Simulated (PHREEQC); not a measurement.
0.14 g of hydrous ferric oxide (600 m²/g; 0.2 weak and 0.005 strong sites per Fe, Dzombak-Morel constants, diffuse double layer) in 1 kg of water with 0.1 mol/kgw of an inert sodium salt and 0.00019 mol SrCl2, at 25 °C; the pH is set by adding NaOH or the inert anion's acid. Oxygen alone is held at its pressure in air (log pO2 = -0.68). No CO2 enters from the air. Nothing may precipitate in this run.

Equilibrium calculation in PHREEQC: ion-association model, wateq4f.dat.

Q: Predict surface charge σ (C/m²), surface potential ψ (mV) at pH = 3.5, 5.5, 6, 8.

A: 
```csv
pH,surface charge σ (C/m²),surface potential ψ (mV)
3.5,0.350,151
5.5,0.159,111
6,0.112,93
8,0.006,9
```

The oxide is taken as insoluble; below pH 4 it would dissolve.
